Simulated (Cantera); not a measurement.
Charge: 1 mol CH3F, 0.049 mol CH4, 2.2 mol H2, equilibrated at 59.0 Pa.

Method: chemical equilibrium by Gibbs-energy minimisation in Cantera with the NASA 1993 tables (ideal gas, pure condensed phases). Candidate condensed phases: C, C6H6, C7H8, C8H18; 95 gas species. Rates play no part.

Which condensed phases are stable at each of these points (T (K)): 2373, 2423, 2473, 2523, 2573, 2623, 2673, 2723, 2773, 2823, 2873, 2923, 2973?


| T (K) | condensed phases | C condensed (%) |
|---|---|---|
| 2373 | C(graphite) | 97.0 |
| 2423 | C(graphite) | 96.3 |
| 2473 | C(graphite) | 95.2 |
| 2523 | C(graphite) | 93.4 |
| 2573 | C(graphite) | 90.1 |
| 2623 | C(graphite) | 83.6 |
| 2673 | C(graphite) | 70.8 |
| 2723 | C(graphite) | 45.9 |
| 2773 | gas only | 0.0 |
| 2823 | gas only | 0.0 |
| 2873 | gas only | 0.0 |
| 2923 | gas only | 0.0 |
| 2973 | gas only | 0.0 |

From 2373 K to 2723 K the condensed part is C(graphite). From 2773 K to 2973 K nothing is condensed.
